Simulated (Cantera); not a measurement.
A perfectly stirred reactor is fed with 4.84 % H₂, 95.2 % O₂, equivalence ratio 0.025, at 1330 Pa; it is held at 1075 K, and followed from long to short residence time.

Computed with Cantera and the H2/O2 subset of GRI-Mech 3.0, which has no nitrogen chemistry. Radical loss at walls, strong at low pressure, is not modelled. The temperature is held fixed by assumption; the heat of reaction is taken as removed at once.

One state of this run: x H₂ = 0.00131; x O₂ = 0.940; x HO₂ = 4.47e-6; x H = 0.00213; x H₂O = 0.0461. x: mole fraction; the columns are a selection and need not sum to one.

Task: Which value of τ (s) does it belong to?
A. 0.12
B. 0.064
C. 0.0096
D. 0.22

Result: B, 0.064
